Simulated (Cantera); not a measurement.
## Al₂O₃ + Cl₂ + N₂ + SiCl₄ (oxide etching and cleaning by halides)

A closed system holds: 1 mol Al₂O₃, 2.4 mol Cl₂, 1.4 mol N₂, 1.7 mol SiCl₄, held at 54.0 mbar.

Method: chemical equilibrium by Gibbs-energy minimisation in Cantera with the NASA 1993 tables (ideal gas, pure condensed phases). Candidate condensed phases: Al, AlCl₃, AlN, Al₂O₃, Al₂SiO₅, Al₆Si₂O₁₃, Si, SiO₂, Si₂N₂O, Si₃N₄; 35 gas species. The tables' values for SiCl₃, AlCl₂ are old estimates; treat these amounts as uncertain. The tables hold silica as quartz up to 1696 K and as liquid above; real silica turns to tridymite and cristobalite and melts near 1996 K. Condensed phases not in the tables: AlOCl, alloys, solid solutions and most ternary compounds. Rates play no part.

From 600 K to 700 K the condensed part is Al₂O₃(s) + Al₂SiO₅(andalusite). At 800 K the condensed part is Al₂SiO₅(andalusite). From 900 K to 1000 K the condensed part is Al₂SiO₅(andalusite) + SiO₂(β-quartz). From 1100 K to 1600 K the condensed part is SiO₂(β-quartz). From 1700 K to 1900 K the condensed part is SiO₂(condensed). The main Al-bearing gas is Al₂Cl₆ at 600 K and AlCl₃ at 1900 K.

| T (K) | x Cl | x Cl₂ | x AlCl₃ | x SiCl₄ | x N₂ | x Al₂Cl₆ | n Al₂O₃(s) | n Al₂SiO₅(andalusite) | n SiO₂(β-quartz) | n SiO₂(condensed) |
|---|---|---|---|---|---|---|---|---|---|---|
| 600 | 5.57e-8 | 0.438 | 0.0143 | 0.277 | 0.256 | 0.0153 | 0.693 | 0.184 | 0 | 0 |
| 700 | 1.87e-6 | 0.431 | 0.0724 | 0.233 | 0.251 | 0.0122 | 0.326 | 0.404 | 0 | 0 |
| 800 | 2.62e-5 | 0.422 | 0.134 | 0.194 | 0.246 | 0.00325 | 0 | 0.600 | 0 | 0 |
| 900 | 0.000205 | 0.415 | 0.194 | 0.147 | 0.242 | 0.000952 | 0 | 0.434 | 0.415 | 0 |
| 1000 | 0.00106 | 0.405 | 0.285 | 0.0725 | 0.236 | 0.000437 | 0 | 0.153 | 1.12 | 0 |
| 1100 | 0.00411 | 0.397 | 0.332 | 0.0333 | 0.233 | 0.000170 | 0 | 0 | 1.50 | 0 |
| 1200 | 0.0127 | 0.391 | 0.331 | 0.0331 | 0.232 | 6.05e-5 | 0 | 0 | 1.50 | 0 |
| 1300 | 0.0328 | 0.377 | 0.328 | 0.0328 | 0.230 | 2.52e-5 | 0 | 0 | 1.50 | 0 |
| 1400 | 0.0723 | 0.349 | 0.321 | 0.0321 | 0.225 | 1.18e-5 | 0 | 0 | 1.50 | 0 |
| 1500 | 0.138 | 0.303 | 0.310 | 0.0310 | 0.217 | 5.92e-6 | 0 | 0 | 1.50 | 0 |
| 1600 | 0.231 | 0.238 | 0.295 | 0.0295 | 0.206 | 3.15e-6 | 0 | 0 | 1.50 | 0 |
| 1700 | 0.336 | 0.165 | 0.277 | 0.0276 | 0.194 | 1.75e-6 | 0 | 0 | 0 | 1.50 |
| 1800 | 0.429 | 0.0997 | 0.262 | 0.0258 | 0.183 | 1.04e-6 | 0 | 0 | 0 | 1.50 |
| 1900 | 0.495 | 0.0542 | 0.250 | 0.0238 | 0.175 | 6.69e-7 | 0 | 0 | 0 | 1.50 |
x: gas mole fraction; n: condensed amount in mol.
